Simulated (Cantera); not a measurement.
## Ta + CO2 (tantalum, niobium, vanadium and zirconium in process gases)

Feed: 1 mol Ta, a varied amount of CO2, at 2500 °C and 750 Torr.

These are equilibrium values from Cantera (NASA tables, ideal gas, pure condensed phases), not measurements of a reactor. Candidate condensed phases: C, Ta, TaC, Ta2O5; 15 gas species. Mutual solubility and eutectic melting of coexisting phases are not modelled. Condensed phases not in the tables: Ta2C, N, O or C dissolved in the metal. The numbers say what is thermodynamically allowed, not how fast it happens.

From 0.13 mol CO2 to 1.8 mol CO2 the condensed part is Ta(s) + Ta2O5(l). From 2.8 mol CO2 to 6.8 mol CO2 the condensed part is Ta2O5(l). The main Ta-bearing gas is TaO2 throughout. The share of Ta in condensed phases is highest at 0.13 mol CO2 (99.9 %) and lowest at 1.8 mol CO2 (98.5 %).

```json
[
 {"n(CO2) (mol)": "0.13", "x CO": "0.990", "x CO2": "0.00191", "x O2": "6.80e-8", "x O": "1.27e-5", "n Ta(s)": "0.948", "n Ta2O5(l)": "0.0256"},
 {"n(CO2) (mol)": "0.2", "x CO": "0.990", "x CO2": "0.00191", "x O2": "6.80e-8", "x O": "1.27e-5", "n Ta(s)": "0.920", "n Ta2O5(l)": "0.0393"},
 {"n(CO2) (mol)": "0.31", "x CO": "0.990", "x CO2": "0.00191", "x O2": "6.80e-8", "x O": "1.27e-5", "n Ta(s)": "0.875", "n Ta2O5(l)": "0.0610"},
 {"n(CO2) (mol)": "0.48", "x CO": "0.990", "x CO2": "0.00191", "x O2": "6.80e-8", "x O": "1.27e-5", "n Ta(s)": "0.807", "n Ta2O5(l)": "0.0944"},
 {"n(CO2) (mol)": "0.75", "x CO": "0.990", "x CO2": "0.00191", "x O2": "6.80e-8", "x O": "1.27e-5", "n Ta(s)": "0.699", "n Ta2O5(l)": "0.147"},
 {"n(CO2) (mol)": "1.2", "x CO": "0.990", "x CO2": "0.00191", "x O2": "6.80e-8", "x O": "1.27e-5", "n Ta(s)": "0.518", "n Ta2O5(l)": "0.236"},
 {"n(CO2) (mol)": "1.8", "x CO": "0.990", "x CO2": "0.00191", "x O2": "6.80e-8", "x O": "1.27e-5", "n Ta(s)": "0.277", "n Ta2O5(l)": "0.354"},
 {"n(CO2) (mol)": "2.8", "x CO": "0.892", "x CO2": "0.106", "x O2": "0.000259", "x O": "0.000786", "n Ta(s)": "0", "n Ta2O5(l)": "0.499"},
 {"n(CO2) (mol)": "4.4", "x CO": "0.582", "x CO2": "0.404", "x O2": "0.00882", "x O": "0.00458", "n Ta(s)": "0", "n Ta2O5(l)": "0.499"},
 {"n(CO2) (mol)": "6.8", "x CO": "0.422", "x CO2": "0.540", "x O2": "0.0300", "x O": "0.00846", "n Ta(s)": "0", "n Ta2O5(l)": "0.499"}
]
```
x: gas mole fraction; n: condensed amount in mol.
